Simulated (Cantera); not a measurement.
Feed: 1 mol MgCO₃, 0.14 mol SO₂, 3.8 mol O₂, held at 1002 °C and 7.50 Torr.

Equilibrium computed with Cantera from the NASA thermochemical tables; the gas is ideal and each condensed phase is pure. Candidate condensed phases: C, Mg, MgCO₃, MgO, MgS, MgSO₄, S; 26 gas species. Equilibrium is a limit: real reactors are often held back by kinetics, nucleation or transport.

Base state: O₂ 0.769, CO₂ 0.202, SO₂ 0.0280, SO₃ 0.000357 (mole fractions); condensed: MgO(s).

Q: What changes in the equilibrium state with this change: MgCO₃ replaced by Fe₂O₃?

A: 
| species | before | after |
|---|---|---|
| O₂ | 0.769 | 0.964 |
| SO₂ | 0.0280 | 0.0350 |
| SO₃ | 0.000357 | 0.000500 |
| CO₂ | 0.202 | 0 |
| MgO(s), mol | 1.00 | 0 |
| Fe₂O₃(s), mol | 0 | 1.00 |
Further candidate phases: Fe, FeO, FeS, FeSO₄, FeS₂, Fe₂O₃, Fe₂(SO₄)₃, Fe₃O₄.
